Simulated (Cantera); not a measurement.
An adiabatic, constant-volume homogeneous reactor starts with CH4 : O2 : N2 : H2O = 1 : 3.23 : 12.1 : 0.79 (molar parts), equivalence ratio 0.62, at 1623 K and 0.987 atm. Integrator tolerance rtol = 1e-08.

Computed with Cantera and GRI-Mech 3.0 (53 species, 325 reactions).

Question: What does this change do: 0.16 parts H2 added?

Answer: 
```
quantity                                                            before                                    after
---------------------------------  ---------------------------------------  ---------------------------------------
time of steepest temperature rise                                 0.350 ms                                 0.220 ms
temperature at 0.300 s                                              2697 K                                   2720 K
equilibrium temperature                                             2697 K                                   2720 K
x(CH4) at 0.300 s                    <1e-12 (gas-phase equilibrium <1e-12)    <1e-12 (gas-phase equilibrium <1e-12)
x(O2) at 0.300 s                     0.0642 (gas-phase equilibrium 0.0642)    0.0600 (gas-phase equilibrium 0.0600)
x(H2O) at 0.300 s                      0.142 (gas-phase equilibrium 0.142)      0.148 (gas-phase equilibrium 0.148)
x(C2H) at 0.300 s                    <1e-12 (gas-phase equilibrium <1e-12)    <1e-12 (gas-phase equilibrium <1e-12)
x(HCO) at 0.300 s                  8.21e-9 (gas-phase equilibrium 8.21e-9)  1.04e-8 (gas-phase equilibrium 1.04e-8)
x(C2H2) at 0.300 s                   <1e-12 (gas-phase equilibrium <1e-12)    <1e-12 (gas-phase equilibrium <1e-12)
```

Question: What does this change do: pressure from 0.987 atm to 9.87 atm?

Answer: 
```csv
quantity,before,after
time of steepest temperature rise,0.350 ms,54.3 µs
temperature at 0.300 s,2697 K,2822 K
equilibrium temperature,2697 K,2822 K
x(CH4) at 0.300 s,<1e-12 (gas-phase equilibrium <1e-12),<1e-12 (gas-phase equilibrium <1e-12)
x(O2) at 0.300 s,0.0642 (gas-phase equilibrium 0.0642),0.0616 (gas-phase equilibrium 0.0616)
x(H2O) at 0.300 s,0.142 (gas-phase equilibrium 0.142),0.149 (gas-phase equilibrium 0.149)
x(C2H) at 0.300 s,<1e-12 (gas-phase equilibrium <1e-12),<1e-12 (gas-phase equilibrium <1e-12)
x(HCO) at 0.300 s,8.21e-9 (gas-phase equilibrium 8.21e-9),1.62e-8 (gas-phase equilibrium 1.62e-8)
x(C2H2) at 0.300 s,<1e-12 (gas-phase equilibrium <1e-12),<1e-12 (gas-phase equilibrium <1e-12)
```

Question: What does this change do: constant pressure in place of constant volume?

Answer: 
```tsv
quantity	before	after
time of steepest temperature rise	0.350 ms	0.363 ms
temperature at 0.300 s	2697 K	2556 K
equilibrium temperature	2697 K	2556 K
x(CH4) at 0.300 s	<1e-12 (gas-phase equilibrium <1e-12)	<1e-12 (gas-phase equilibrium <1e-12)
x(O2) at 0.300 s	0.0642 (gas-phase equilibrium 0.0642)	0.0653 (gas-phase equilibrium 0.0653)
x(H2O) at 0.300 s	0.142 (gas-phase equilibrium 0.142)	0.147 (gas-phase equilibrium 0.147)
x(C2H) at 0.300 s	<1e-12 (gas-phase equilibrium <1e-12)	<1e-12 (gas-phase equilibrium <1e-12)
x(HCO) at 0.300 s	8.21e-9 (gas-phase equilibrium 8.21e-9)	2.63e-9 (gas-phase equilibrium 2.63e-9)
x(C2H2) at 0.300 s	<1e-12 (gas-phase equilibrium <1e-12)	<1e-12 (gas-phase equilibrium <1e-12)
```
